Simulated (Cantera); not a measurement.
What does this Cantera script print?

```python
import numpy as np
import cantera as ct

gas_names = """
    B BF BF2 BF3 BN BO BOF BOF2 BO2 B2 B2O B2O2 B2O3 B3O3F3 F FO FO2 F2 F2O N NF NF2 NF3 NO NO2 NO3 N2
    N2O O O2 O3
""".split()
cond_names = """
    B(b) B(L) BN(s) B2O3(L)
""".split()


# ... load() reads the species with a 1 bar reference pressure and builds the phases ...
atoms = {
    'BF3': {'B': 1, 'F': 3},
    'O2': {'O': 2},
    'N2': {'N': 2},
}
top_T = {'BN(s)': 3200}  # K; cautious upper limits of use, not melting points


# ... equilibrate(T, P, feed) seeds the gas with the atoms and calls Mixture.equilibrate('TP', solver="vcs", rtol=1e-11, max_steps=5000) ...
results = []
feed = {'BF3': 1, 'O2': 0.18, 'N2': 120}  # mol
T = 2300  # K
P = 13332.2  # Pa
mix = equilibrate(T, P, feed)
results.append((T, P, feed, dict(zip(mix.species_names, mix.species_moles))))
print(gas.report(threshold=1e-05))
for i in range(1, mix.n_phases):
    print(f"{mix.phase(i).name:16s} {mix.phase_moles(i):12.5e} mol")
```

Output:

```
       temperature   2300 K
          pressure   13332 Pa
           density   0.019719 kg/m^3
  mean mol. weight   28.284 kg/kmol
   phase of matter   gas

                          1 kg             1 kmol
                     ---------------   ---------------
          enthalpy        2.0962e+06        5.9289e+07  J
   internal energy        1.4201e+06        4.0166e+07  J
           entropy            9739.2        2.7547e+05  J/K
    Gibbs function       -2.0304e+07       -5.7429e+08  J
 heat capacity c_p              1300             36771  J/K
 heat capacity c_v            1006.1             28456  J/K

                      mass frac. Y      mole frac. X     chem. pot. / RT
                     ---------------   ---------------   ---------------
               BF2        3.1053e-05        1.7996e-05           -80.515
               BF3          0.016313         0.0068047           -106.42
               BOF         0.0022797         0.0014076           -74.287
                 F         0.0019055         0.0028368           -25.902
                NO        0.00072218        0.00068074           -34.398
                N2           0.97825           0.98769           -29.449
                 O        0.00013663        0.00024155           -19.674
                O2        0.00035676        0.00031536           -39.348
     [  +23 minor]         7.634e-06        3.4927e-06

B(b)              0.00000e+00 mol
BN(s)             0.00000e+00 mol
B2O3(L)           0.00000e+00 mol
```

Equilibrium computed with Cantera from the NASA thermochemical tables; the gas is ideal and each condensed phase is pure. The tables' values for BF2 are old estimates; treat these amounts as uncertain.
